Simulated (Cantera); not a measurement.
Input: 1 mol SiCl₄, 140 mol H₂, 1.2 mol C₂H₄, held at 0.0110 bar.

Equilibrium computed with Cantera from the NASA thermochemical tables; the gas is ideal and each condensed phase is pure. Candidate condensed phases: C, C₆H₆, C₇H₈, C₈H₁₈, Si, SiC; 109 gas species. The tables' values for SiCl are old estimates; treat these amounts as uncertain. Gases not in the tables: Si₂H₆ and higher silanes. Rates play no part.

log p: log10 of the partial pressure in bar; n: condensed amount in mol.

```tsv
T (K)	log p H₂	log p H	log p HCl	log p Si	log p C₂H₂ (acetylene)	n C(graphite)	n SiC(s)
1248	-1.97	-7.32	-3.52	-13.76	?	1.38	0.999
1348	-1.97	-6.62	-3.52	-12.15	?	1.39	0.999
1448	-1.97	-6.02	-3.52	-10.76	?	1.40	0.998
1548	-1.97	-5.50	-3.52	-9.56	?	1.40	0.997
1648	-1.97	-5.04	-3.52	-8.50	?	1.39	0.995
1748	-1.97	-4.63	-3.52	-7.56	?	1.37	0.992
1848	-1.97	-4.26	-3.52	-6.73	?	1.34	0.987
1948	-1.98	-3.93	-3.53	-5.98	?	1.28	0.969
2048	-1.98	-3.64	-3.53	-5.31	?	1.20	0.901
2148	-1.99	-3.37	-3.54	-4.70	?	1.18	0.635
```

Problem. Some entries are withheld; supply them.

Solution. 
- 1248, log p C₂H₂ (acetylene): -8.58
- 1348, log p C₂H₂ (acetylene): -7.89
- 1448, log p C₂H₂ (acetylene): -7.29
- 1548, log p C₂H₂ (acetylene): -6.78
- 1648, log p C₂H₂ (acetylene): -6.32
- 1748, log p C₂H₂ (acetylene): -5.92
- 1848, log p C₂H₂ (acetylene): -5.56
- 1948, log p C₂H₂ (acetylene): -5.24
- 2048, log p C₂H₂ (acetylene): -4.96
- 2148, log p C₂H₂ (acetylene): -4.71
